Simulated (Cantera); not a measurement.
A closed system holds: 1 mol AlN, 220 mol H2, 1.7 mol O2, held at 5.60e-5 bar.

Cantera equilibrium calculation (NASA polynomials, part measured and part estimated; ideal gas, pure solids and liquids). Candidate condensed phases: Al, AlN, Al2O3, H2O; 35 gas species. Rates play no part. All values below are at 1002 °C.

Base state: H2 0.989, H2O 0.00862, N2 0.00227, H 9.80e-5 (mole fractions); condensed: Al2O3(s).

Question: What changes in the equilibrium state with this change: O2 from 1.7 to 3.1 mol?

Answer: 
| species | before | after |
|---|---|---|
| H2 | 0.989 | 0.976 |
| H2O | 0.00862 | 0.0213 |
| N2 | 0.00227 | 0.00227 |
| H | 9.80e-5 | 9.73e-5 |
| Al2O3(s), mol | 0.500 | 0.500 |
